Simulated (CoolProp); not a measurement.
Properties of R1234ze(E) at several states.

The numbers come from the reference Helmholtz-energy equation of state, Thol 2016 in CoolProp.

```
T (K)  p (kPa)   phase  density (kg/m³)  isothermal compressibility (1/MPa)  expansivity (1/kK)  conductivity (mW/(m K))
-----  -------  ------  ---------------  ----------------------------------  ------------------  -----------------------
296.3      246     gas            12.12                               4.344               4.181                     13.5
307.5     5690  liquid             1159                            0.004253               2.671                     74.9
254.1     43.5     gas            2.390                               23.41               4.181                     10.2
```

Thermal conductivity comes from a separate model (Perkins 2011).
